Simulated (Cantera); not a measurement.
A closed system holds: 1 mol Si3N4, a varied amount of H2O, 1.7 mol H2, at 1850 K and 13300 Pa.

Equilibrium computed with Cantera from the NASA thermochemical tables; the gas is ideal and each condensed phase is pure. Candidate condensed phases: H2O, Si, SiO2, Si2N2O, Si3N4; 35 gas species. Mutual solubility and eutectic melting of coexisting phases are not modelled. Gases not in the tables: Si2H6 and higher silanes. Kinetics and transport are ignored.

Task: At 0.017 mol H2O, list the 4 most abundant gas species with their mole fractions, and the condensed phases.

Result: H2 0.847, N2 0.146, SiO 0.00529, H 0.00136. Condensed: Si(l) + Si2N2O(s) + Si3N4(s).
